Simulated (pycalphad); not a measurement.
# Freezing of Al-Fe-Si alloys with rising Fe

CALPHAD calculation (pycalphad, COST 507 light-alloy database (1999)), 1 atm. These are 1990s assessments: newer ones move some temperatures and phases. Amounts are mole fractions of atoms.

Scheil-Gulliver runs (no diffusion in the solid, steps of 4 K) beside full equilibrium.

| alloy | liquidus (K) | Scheil, half solid (K) | Scheil, 80 % solid (K) | Scheil, invariant end (K) | liquid left at that end | equilibrium solidus (K) |
|---|---|---|---|---|---|---|
| Al-0.74Fe-9.23Si (at.%) | 899 | at the invariant end | at the invariant end | 849 | 0.69 | 849 |
| Al-1.11Fe-9.23Si (at.%) | 922 | at the invariant end | at the invariant end | 849 | 0.66 | 849 |
| Al-2.22Fe-9.23Si (at.%) | 972 | at the invariant end | at the invariant end | 849 | 0.58 | 849 |
| Al-2.96Fe-9.23Si (at.%) | 1002 | at the invariant end | at the invariant end | 849 | 0.56 | 849 |
